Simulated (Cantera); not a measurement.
Charge: 1 mol HI, 0.16 mol H2, at 133 Pa.

These are equilibrium values from Cantera (NASA tables, ideal gas, pure condensed phases), not measurements of a reactor. Candidate condensed phases: I2; 5 gas species. Rates play no part.

### Question
At 1002 °C, list the 4 most abundant gas species with their mole fractions, and the condensed phases.

### Answer
I 0.513, H2 0.361, HI 0.124, I2 0.00208. Condensed: gas only.
